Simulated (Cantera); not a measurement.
An isothermal, constant-pressure homogeneous reactor starts with CO : O2 : H2O : N2 = 0.0098 : 0.0053 : 0.04 : 1 (molar parts), equivalence ratio 0.92, at 1300 K and 1.38 atm.

Cantera simulation using GRI-Mech 3.0 (53 species, 325 reactions); the numbers are that mechanism's predictions, not measurements.

x: mole fraction; the columns are a selection and need not sum to one.

| t (s) | x CO | x O2 | x H2O | x HO2 | x OH | x CO2 | x NO |
|---|---|---|---|---|---|---|---|
| 0.000100 | 0.00929 | 0.00502 | 0.0379 | 1.83e-10 | 1.04e-9 | 2.90e-9 | <1e-12 |
| 0.000228 | 0.00929 | 0.00502 | 0.0379 | 1.19e-9 | 5.14e-9 | 1.77e-8 | <1e-12 |
| 0.000518 | 0.00929 | 0.00502 | 0.0379 | 2.19e-8 | 7.87e-8 | 3.25e-7 | <1e-12 |
| 0.00118 | 0.00918 | 0.00498 | 0.0379 | 2.11e-6 | 2.31e-5 | 0.000107 | 3.21e-11 |
| 0.00268 | [?] | 0.00248 | 0.0366 | 1.52e-6 | 0.000226 | 0.00619 | 2.24e-7 |
| 0.00611 | [?] | 0.000990 | 0.0373 | 5.84e-7 | 0.000113 | 0.00871 | 4.26e-7 |
| 0.0139 | [?] | 0.000603 | 0.0378 | 2.99e-7 | 5.90e-5 | 0.00914 | 4.60e-7 |
| 0.0316 | [?] | 0.000464 | 0.0379 | 1.60e-7 | 3.33e-5 | 0.00926 | 4.70e-7 |
| 0.0720 | [?] | 0.000409 | 0.0380 | 7.41e-8 | 1.92e-5 | 0.00931 | 4.74e-7 |
| 0.164 | [?] | 0.000389 | 0.0381 | 2.67e-8 | 1.10e-5 | 0.00932 | 4.76e-7 |
| 0.373 | [?] | 0.000382 | 0.0381 | 7.83e-9 | 6.23e-6 | 0.00933 | 4.77e-7 |
| 0.848 | [?] | 0.000381 | 0.0381 | 2.14e-9 | 3.58e-6 | 0.00933 | 4.78e-7 |
| 1.93 | [?] | 0.000380 | 0.0381 | 6.64e-10 | 2.17e-6 | 0.00933 | 4.78e-7 |
| 4.39 | [?] | 0.000380 | 0.0381 | 3.01e-10 | 1.49e-6 | 0.00933 | 4.78e-7 |
| 10.0 | [?] | 0.000380 | 0.0381 | 2.27e-10 | 1.26e-6 | 0.00933 | 4.78e-7 |

Complete the blanks.


- 0.00268, x CO: 0.00311
- 0.00611, x CO: 0.000618
- 0.0139, x CO: 0.000188
- 0.0316, x CO: 6.79e-5
- 0.0720, x CO: 2.39e-5
- 0.164, x CO: 7.62e-6
- 0.373, x CO: 2.22e-6
- 0.848, x CO: 6.51e-7
- 1.93, x CO: 2.15e-7
- 4.39, x CO: 9.33e-8
- 10.0, x CO: 6.48e-8
